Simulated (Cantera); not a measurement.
Input: 1 mol Si, 1.1 mol Br2, 5.7 mol H2, equilibrated at 1325 K and 750 Torr.

Cantera's Mixture.equilibrate('TP', solver="vcs", rtol=1e-11, max_steps=5000) on the NASA tables stopped like this:

```
ERROR: FAILURE its = 5001!

*******************************************************************************
CanteraError thrown by MultiPhase::equilibrate:
VCS solver failed. Return code: -1
*******************************************************************************
```

**Question.** What got this run through?

**Answer.** This is not unique; one that fits is The failure is numerical, not chemical. The same input converged with solver="gibbs", rtol=1e-10, max_steps=50000, and the result passed a check of the equilibrium conditions:
```
       temperature   1325 K
          pressure   1e+05 Pa
           density   0.281 kg/m^3
  mean mol. weight   30.957 kg/kmol
   phase of matter   gas

                          1 kg             1 kmol
                     ---------------   ---------------
          enthalpy        3.8144e+05        1.1808e+07  J
   internal energy             25566        7.9142e+05  J
           entropy            6798.7        2.1046e+05  J/K
    Gibbs function       -8.6268e+06       -2.6706e+08  J
 heat capacity c_p            1167.5             36140  J/K
 heat capacity c_v            898.87             27826  J/K

                      mass frac. Y      mole frac. X     chem. pot. / RT
                     ---------------   ---------------   ---------------
                Br        0.00010328        4.0013e-05           -22.823
               HBr           0.27251           0.10426           -32.047
                H2            0.0534           0.81999           -18.447
             SiBr2           0.16021          0.026396           -49.932
             SiBr3          0.042939         0.0049636           -72.755
             SiBr4           0.39013          0.034734           -95.578
            SiHBr3          0.074353         0.0085628           -81.979
           SiH2Br2         0.0061908         0.0010091           -68.379
            SiH3Br        0.00015066        4.2012e-05            -54.78
     [  +10 minor]        2.1992e-06        2.4779e-06

Br2(L)            0.00000e+00 mol
Si(cr)            5.08198e-01 mol
```

The gas is ideal and each condensed phase is pure. The tables' values for SiBr3 are old estimates; treat these amounts as uncertain.
